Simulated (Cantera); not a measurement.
What does this Cantera script print?

```python
import numpy as np
import cantera as ct

gas_names = [...]  # 123 gases of nasa_gas.yaml made of C, H, O, Si
cond_names = """
    C(gr) C6H6(L) C7H8(L) C8H18(L),n-octa H2O(s) H2O(L) Si(cr) Si(L) SiC(b) SiO2(Lqz) SiO2(hqz) SiO2(L)
""".split()


# ... load() reads the species with a 1 bar reference pressure and builds the phases ...
atoms = {
    'SiC': {'Si': 1, 'C': 1},
    'CO2': {'C': 1, 'O': 2},
    'H2': {'H': 2},
}
top_T = {'C(gr)': 4500, 'SiC(b)': 3050}  # K; cautious upper limits of use, not melting points


# ... equilibrate(T, P, feed) seeds the gas with the atoms and calls Mixture.equilibrate('TP', solver="vcs", rtol=1e-11, max_steps=5000) ...
results = []
feed = {'SiC': 1, 'CO2': 0.13, 'H2': 550}  # mol
P = 13332.2  # Pa
for T in [1000, 1075, 1150, 1225, 1300, 1375, 1450, 1525, 1600, 1675, 1750, 1825, 1900]:
    mix = equilibrate(T, P, feed)
    results.append((T, P, feed, dict(zip(mix.species_names, mix.species_moles))))

top = {s: max(r[3][s] / sum(r[3][g] for g in gas_names) for r in results) for s in gas_names}
cols = sorted((s for s in top if top[s] > 0.001), key=lambda s: -top[s])[:5]
seen = [c for c in cond_names if any(r[3].get(c, 0) > 1e-12 for r in results)]
print("log10 of partial pressures in bar; condensed amounts in mol")
print(f"{'T/K':>10s}" + "".join(f"{s[:9]:>10s}" for s in cols + seen))
for T, P, feed, n in results:
    ng = sum(n[g] for g in gas_names)
    print(f"{T:10.4g}" + "".join(f"{np.log10(max(n[s] / ng * P / 1e5, 1e-99)):10.3f}" for s in cols)
          + "".join(f"{n.get(c, 0):10.4g}" for c in seen))
```

Output:

```
log10 of partial pressures in bar; condensed amounts in mol
       T/K        H2         H    SiC(b) SiO2(hqz)
      1000    -0.875    -9.082      0.87      0.13
      1075    -0.875    -8.271    0.8701    0.1299
      1150    -0.875    -7.565    0.8718    0.1282
      1225    -0.875    -6.944    0.8899    0.1097
      1300    -0.875    -6.394    0.9286   0.06687
      1375    -0.875    -5.903    0.9341   0.02023
      1450    -0.875    -5.462    0.9277         0
      1525    -0.875    -5.064    0.9288         0
      1600    -0.875    -4.702    0.9295         0
      1675    -0.875    -4.373    0.9296         0
      1750    -0.876    -4.071    0.9285         0
      1825    -0.876    -3.794    0.9247         0
      1900    -0.876    -3.539    0.9142         0
```

These are equilibrium values from Cantera (NASA tables, ideal gas, pure condensed phases), not measurements of a reactor. Mutual solubility and eutectic melting of coexisting phases are not modelled. The tables hold silica as quartz up to 1696 K and as liquid above; real silica turns to tridymite and cristobalite and melts near 1996 K. Gases not in the tables: Si2H6 and higher silanes.
